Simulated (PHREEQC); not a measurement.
Reverse-osmosis reject

Synthetic water in mmol/kgw, 45 °C, pH 7:

```tsv
constituent	mmol/kgw
Na	51.1
K	24.4
Ca	2.2
Mg	13
Cl	68.3
S(6)	16.9
Alkalinity (meq/kgw)	1.26
Si	0.0148
```

Valence states are taken as typed.

Model: Pitzer model, pitzer.dat, run in PHREEQC.

| Quantity | Value |
|---|---|
| ionic strength | 0.137 mol/kgw |
| specific conductance | 15900 µS/cm |
| density | 0.995 g/cm³ |
| osmotic coefficient | 0.874 |
| charge-balance error | 1.2 % |

```
species  molality  activity   log γ
-------  --------  --------  ------
Cl-        0.0683    0.0506  -0.130
Na+        0.0511    0.0388  -0.120
K+         0.0244    0.0182  -0.127
SO4-2      0.0169   0.00409  -0.617
Mg+2       0.0130   0.00377  -0.538
Ca+2      0.00220  0.000563  -0.592
HCO3-     0.00125  0.000954  -0.117
CO2      0.000179  0.000182   0.008
```

Precipitation was switched off in this run. Constants without temperature data keep their 25 °C values here.
